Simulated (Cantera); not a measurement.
A closed system holds: 1 mol FeS, 1400 mol H2, 0.043 mol H2O, at 5250 Torr.

These are equilibrium values from Cantera (NASA tables, ideal gas, pure condensed phases), not measurements of a reactor. Candidate condensed phases: Fe, FeO, Fe(OH)2, Fe(OH)3, FeS, FeSO4, FeS2, Fe2O3, Fe2(SO4)3, Fe3O4, H2O, H2SO4, S; 22 gas species. FeS: taken at fixed stoichiometry. The numbers say what is thermodynamically allowed, not how fast it happens.

x: gas mole fraction; n: condensed amount in mol.

```json
[
 {"T (°C)": "625", "x H2": "1.000", "x H2S": "0.000450", "x H": "4.14e-11", "x Fe": "<1e-12", "x SH": "1.09e-10", "x H2O": "3.07e-5", "x S": "<1e-12", "n Fe(α)": "0.630", "n FeS(s)": "0.370", "n Fe(γ)": "0", "n Fe(δ)": "0", "n Fe(l)": "0"},
 {"T (°C)": "725", "x H2": "0.999", "x H2S": "0.000714", "x H": "8.13e-10", "x Fe": "<1e-12", "x SH": "1.57e-9", "x H2O": "3.07e-5", "x S": "<1e-12", "n Fe(α)": "1.00", "n FeS(s)": "0", "n Fe(γ)": "0", "n Fe(δ)": "0", "n Fe(l)": "0"},
 {"T (°C)": "825", "x H2": "0.999", "x H2S": "0.000714", "x H": "9.34e-9", "x Fe": "<1e-12", "x SH": "9.54e-9", "x H2O": "3.07e-5", "x S": "<1e-12", "n Fe(α)": "1.00", "n FeS(s)": "0", "n Fe(γ)": "0", "n Fe(δ)": "0", "n Fe(l)": "0"},
 {"T (°C)": "925", "x H2": "0.999", "x H2S": "0.000714", "x H": "7.18e-8", "x Fe": "6.63e-12", "x SH": "4.30e-8", "x H2O": "3.07e-5", "x S": "(withheld)", "n Fe(α)": "0", "n FeS(s)": "0", "n Fe(γ)": "1.00", "n Fe(δ)": "0", "n Fe(l)": "0"},
 {"T (°C)": "1025", "x H2": "0.999", "x H2S": "0.000714", "x H": "4.05e-7", "x Fe": "1.47e-10", "x SH": "1.54e-7", "x H2O": "3.07e-5", "x S": "(withheld)", "n Fe(α)": "0", "n FeS(s)": "0", "n Fe(γ)": "1.00", "n Fe(δ)": "0", "n Fe(l)": "0"},
 {"T (°C)": "1125", "x H2": "0.999", "x H2S": "0.000714", "x H": "1.79e-6", "x Fe": "2.08e-9", "x SH": "4.59e-7", "x H2O": "3.07e-5", "x S": "(withheld)", "n Fe(α)": "0", "n FeS(s)": "0", "n Fe(γ)": "1.000", "n Fe(δ)": "0", "n Fe(l)": "0"},
 {"T (°C)": "1225", "x H2": "0.999", "x H2S": "0.000713", "x H": "6.49e-6", "x Fe": "2.05e-8", "x SH": "1.18e-6", "x H2O": "3.07e-5", "x S": "(withheld)", "n Fe(α)": "0", "n FeS(s)": "0", "n Fe(γ)": "1.000", "n Fe(δ)": "0", "n Fe(l)": "0"},
 {"T (°C)": "1325", "x H2": "0.999", "x H2S": "0.000712", "x H": "2.01e-5", "x Fe": "1.51e-7", "x SH": "2.70e-6", "x H2O": "3.07e-5", "x S": "(withheld)", "n Fe(α)": "0", "n FeS(s)": "0", "n Fe(γ)": "1.000", "n Fe(δ)": "0", "n Fe(l)": "0"},
 {"T (°C)": "1425", "x H2": "0.999", "x H2S": "0.000709", "x H": "5.46e-5", "x Fe": "8.70e-7", "x SH": "5.58e-6", "x H2O": "3.07e-5", "x S": "(withheld)", "n Fe(α)": "0", "n FeS(s)": "0", "n Fe(γ)": "0", "n Fe(δ)": "0.999", "n Fe(l)": "0"},
 {"T (°C)": "1525", "x H2": "0.999", "x H2S": "0.000703", "x H": "0.000133", "x Fe": "4.09e-6", "x SH": "1.06e-5", "x H2O": "3.07e-5", "x S": "(withheld)", "n Fe(α)": "0", "n FeS(s)": "0", "n Fe(γ)": "0", "n Fe(δ)": "0.994", "n Fe(l)": "0"},
 {"T (°C)": "1625", "x H2": "0.999", "x H2S": "0.000695", "x H": "0.000295", "x Fe": "1.55e-5", "x SH": "1.87e-5", "x H2O": "3.07e-5", "x S": "(withheld)", "n Fe(α)": "0", "n FeS(s)": "0", "n Fe(γ)": "0", "n Fe(δ)": "0", "n Fe(l)": "0.978"},
 {"T (°C)": "1725", "x H2": "0.999", "x H2S": "0.000682", "x H": "0.000606", "x Fe": "5.09e-5", "x SH": "3.09e-5", "x H2O": "3.07e-5", "x S": "(withheld)", "n Fe(α)": "0", "n FeS(s)": "0", "n Fe(γ)": "0", "n Fe(δ)": "0", "n Fe(l)": "0.929"}
]
```

Q: What belongs in the gaps?

A: 
- 925, x S: 2.29e-12
- 1025, x S: 2.47e-11
- 1125, x S: 1.89e-10
- 1225, x S: 1.10e-9
- 1325, x S: 5.18e-9
- 1425, x S: 2.02e-8
- 1525, x S: 6.75e-8
- 1625, x S: 1.98e-7
- 1725, x S: 5.16e-7
